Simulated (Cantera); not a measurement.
A perfectly stirred reactor is fed with 1.56 % CH4, 97.4 % H2, 1.07 % O2, equivalence ratio 48, at 0.0263 atm; it is held at 2673 K, and followed from long to short residence time.

Model: GRI-Mech 3.0 (53 species, 325 reactions), integrated in Cantera. Radical loss at walls, strong at low pressure, is not modelled.

x: mole fraction; the columns are a selection and need not sum to one.

| τ (s) | x CH4 | x H2 | x O2 | x C2H4 | x CH3 | x CO2 |
|---|---|---|---|---|---|---|
| 0.42 | 8.66e-7 | 0.763 | 3.10e-7 | 5.47e-11 | 4.05e-6 | 1.26e-5 |
| 0.20 | 4.53e-6 | 0.803 | 5.11e-7 | 1.00e-9 | 1.68e-5 | 1.28e-5 |
| 0.099 | 2.63e-5 | 0.848 | 1.21e-6 | ___ | 6.96e-5 | 1.34e-5 |
| 0.048 | 0.000108 | 0.883 | 3.38e-6 | ___ | 0.000201 | 1.50e-5 |
| 0.024 | 0.000277 | 0.902 | 8.64e-6 | ___ | 0.000396 | 1.65e-5 |
| 0.012 | 0.000576 | 0.914 | 2.10e-5 | ___ | 0.000671 | 1.62e-5 |
| 0.0057 | 0.00112 | 0.921 | 5.26e-5 | ___ | 0.00109 | 1.33e-5 |
| 0.0028 | 0.00197 | 0.927 | 0.000124 | ___ | 0.00164 | 9.83e-6 |
| 0.0013 | 0.00342 | 0.931 | 0.000306 | ___ | 0.00243 | 8.46e-6 |

Question: Complete the blanks.

Answer: 
- 0.099, x C2H4: 1.86e-8
- 0.048, x C2H4: 1.64e-7
- 0.024, x C2H4: 6.43e-7
- 0.012, x C2H4: 1.78e-6
- 0.0057, x C2H4: 4.40e-6
- 0.0028, x C2H4: 9.42e-6
- 0.0013, x C2H4: 1.94e-5
